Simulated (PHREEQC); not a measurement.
Copper plating or etch bath

Consider water at 20 °C with 0.044 mol CuCl2 and 0.14 mol NaCl per kg of water. It is in equilibrium with CO2 at log p = -2 (atm). Otherwise closed; pH follows from the charge balance.

Model: ion-association model, phreeqc.dat, run in PHREEQC.

Precipitation was switched off in this run.

Predict the pH.

pH 4.37.

In which forms is Cu present?

Cu+2 87 %, CuCl+ 12 %, CuCl2 0.6 % of the Cu.
